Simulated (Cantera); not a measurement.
An isothermal, constant-pressure homogeneous reactor starts with N2O = 1 (molar parts), at 1400 K and 5.25 Torr. Integrator tolerance rtol = 1e-08.

Model: GRI-Mech 3.0 (53 species, 325 reactions), integrated in Cantera. GRI-Mech 3.0 was tuned for natural gas; its chemistry of N2O as a main component is partial and can be far from experiment. Radical loss at walls, strong at low pressure, is not modelled. The temperature is held fixed by assumption; the heat of reaction is taken as removed at once.

```tsv
quantity	before	after
x(N2O) at 200 s	4.11e-6 (gas-phase equilibrium 4.12e-9)	4.21e-6 (gas-phase equilibrium 5.68e-9)
x(NO) at 200 s	0.130 (gas-phase equilibrium 0.000843)	0.129 (gas-phase equilibrium 0.000843)
x(O2) at 200 s	0.268 (gas-phase equilibrium 0.333)	0.268 (gas-phase equilibrium 0.333)
x(NO2) at 200 s	9.03e-5 (gas-phase equilibrium 6.58e-7)	0.000124 (gas-phase equilibrium 9.07e-7)
x(O) at 200 s	5.96e-6 (gas-phase equilibrium 6.57e-6)	4.31e-6 (gas-phase equilibrium 4.76e-6)
x(N2) at 200 s	0.602 (gas-phase equilibrium 0.666)	0.602 (gas-phase equilibrium 0.666)
```

**Question.** Name the change that produced these shifts.
A) pressure from 5.25 Torr to 10.00 Torr
B) pressure from 5.25 Torr to 1.60 bar
C) pressure from 5.25 Torr to 0.560 bar
D) pressure from 5.25 Torr to 100.0 Torr

**Answer.** A, pressure from 5.25 Torr to 10.00 Torr
